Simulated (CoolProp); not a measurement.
Properties of C3F8 (R218) along the isotherm 270.9 K (Tc = 345.0 K, pc = 2.640 MPa, ω = 0.317).

Computed with CoolProp (reference Helmholtz-energy equation of state, Lemmon 2006). It is a short technical equation, of lower accuracy than the large ones.

| p (MPa) | phase | density (kg/m³) | cv (kJ/(kg K)) | expansivity (1/kK) | viscosity (µPa s) | Prandtl number |
|---|---|---|---|---|---|---|
| 1.2 | liquid | 1472 | 0.7460 | 3.137 | 260 | 5.17 |
| 2.4 | liquid | 1482 | 0.7451 | 2.986 | 269 | 5.22 |
| 3.6 | liquid | 1491 | 0.7444 | 2.856 | 278 | 5.28 |
| 4.8 | liquid | 1500 | 0.7439 | 2.743 | 286 | 5.34 |
| 6 | liquid | 1508 | 0.7435 | 2.644 | 295 | 5.39 |
| 7.2 | liquid | 1516 | 0.7431 | 2.555 | 303 | 5.45 |
| 8.4 | liquid | 1523 | 0.7429 | 2.475 | 311 | 5.51 |
| 9.6 | liquid | 1530 | 0.7427 | 2.403 | 320 | 5.57 |
| 10.8 | liquid | 1537 | 0.7426 | 2.337 | 328 | 5.63 |
| 12 | liquid | 1543 | 0.7425 | 2.277 | 336 | 5.68 |
| 13.2 | liquid | 1550 | 0.7425 | 2.221 | 344 | 5.74 |

Viscosity comes from a separate model (Huber 2003), an estimate that may be off by 10 % or more. Thermal conductivity comes from a separate model (Huber 2003), an estimate that may be off by 10 % or more.
